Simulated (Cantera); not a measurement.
A closed system holds: 1 mol HF, 0.44 mol SO2, 0.62 mol H2O, equilibrated at 1800 K and 0.00210 bar.

Equilibrium computed with Cantera from the NASA thermochemical tables; the gas is ideal and each condensed phase is pure. Candidate condensed phases: H2O, H2SO4, S; 43 gas species. Kinetics and transport are ignored.

Base state: HF 0.483, H2O 0.292, SO2 0.211, H2 0.00594, O2 0.00334, OH 0.00196, SO 0.00158, H 0.000602 (mole fractions); condensed: gas only.

Problem. What changes in the equilibrium state with this change: pressure from 0.00210 bar to 1.00 bar?

Solution. 
```csv
species,before,after
HF,0.483,0.485
H2O,0.292,0.300
SO2,0.211,0.213
H2,0.00594,0.000792
O2,0.00334,0.000415
O,0.000154,2.48e-6
H,0.000602,1.01e-5
SO3,5.88e-6,4.57e-5
```
